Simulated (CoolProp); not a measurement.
The fluid at 293.15 K and 0.082 MPa is throttled through a valve to 0.0246 MPa with no heat exchange. The same conditions are run with several fluids, on thermodynamics alone (safety and materials aside).

Model: reference Helmholtz-energy equation of state of each fluid (neopentane: Lemmon 2006; ethylene: Smukala 2000; R21: Platzer 1990; R236FA: Pan 2012; ethane: Bücker 2006), in CoolProp. The equations of Platzer and Polt are older, rougher fits.

Q: Rank neopentane, ethylene, R21, R236FA, ethane by temperature change (K), highest first.

A: ethylene (-0.6), ethane (-0.7), R236FA (-1.4), neopentane (-1.5), R21 (-2.6)

| fluid | final density (kg/m³) |
|---|---|
| neopentane | 0.739 |
| ethylene | 0.284 |
| R21 | 1.06 |
| R236FA | 1.55 |
| ethane | 0.305 |
